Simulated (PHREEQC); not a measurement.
A solution holds 5.1 mmol/kgw HCl, 0.043 mmol/kgw ZnSO4 and 5 mmol/kgw MnSO4, at 75 °C. Closed to the air; pH follows from the charge balance.

Equilibrium calculation in PHREEQC: ion-association model, wateq4f.dat.

Each row changes one thing in this solution. This is a speciation only: nothing precipitates in the calculation.

```tsv
case	pH	ionic strength (mol/kgw)	SO4-2 (mol/kgw)	HSO4- (mol/kgw)
as made	2.51	0.0173	0.00228	0.00160
MnSO4 replaced by CdSO4 at the same molality	(withheld)	0.0163	0.00239	(withheld)
MnSO4 left out	(withheld)	0.00522	1.89e-5	2.39e-5
ZnSO4 replaced by MgSO4 at the same molality	2.51	0.0173	0.00228	0.00160
ZnSO4 from 4.3e-05 to 4.73e-05 mol/kgw	2.51	0.0173	0.00228	0.00160
HCl replaced by ZnCl2 at the same molality	5.20	(withheld)	0.00286	3.82e-6
```

**Question.** Fill in the missing entries.

**Answer.** 
- MnSO4 replaced by CdSO4 at the same molality, pH: 2.52
- MnSO4 replaced by CdSO4 at the same molality, HSO4- (mol/kgw): 0.00167
- MnSO4 left out, pH: 2.33
- HCl replaced by ZnCl2 at the same molality, ionic strength (mol/kgw): 0.0260

Constants without temperature data keep their 25 °C values here.
